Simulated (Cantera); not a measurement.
A freely propagating, adiabatic, planar premixed flame of H2 : O2 : N2 = 1 : 0.25 : 1.23 (molar parts), unburnt at 350 K and 0.133 bar; mixture-averaged transport, grid criteria slope 0.08 and curve 0.16, no radiation.

Cantera simulation using the H2/O2 subset of GRI-Mech 3.0, which has no nitrogen chemistry; the numbers are that mechanism's predictions, not measurements. Burning velocities carry a grid error of a few per cent, more on coarse grids.

Q: What does this change do: inlet temperature 350 to 600 K?

A: 
```
quantity                    before     after
------------------------  --------  --------
laminar burning velocity  242 cm/s  583 cm/s
thermal thickness          5.44 mm   6.55 mm
peak x(O)                  0.00294   0.00423
peak x(OH)                 0.00207   0.00369
peak x(H2O2)               2.30e-5   4.63e-7
```
